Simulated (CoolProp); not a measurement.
Vapour-liquid equilibrium of p-xylene (1) + n-decane (2) at 3.78 bar; x and y are mole fractions of (1).

Model: multi-fluid Helmholtz-energy mixture model, Zhou 2012 and Lemmon 2006; pair parameters Bell 2016, in CoolProp.

Give the bubble temperature and the first vapour's composition at x = 0.05, 0.35, 0.65. Is there an azeotrope?

x = 0.05: 231.6 °C, y = 0.089; x = 0.35: 217.5 °C, y = 0.505; x = 0.65: 206.2 °C, y = 0.780. No azeotrope shows between x = 0.05 and 0.95.

Pair parameters are fitted to limited data, so mixtures are less certain than the pure fluids.
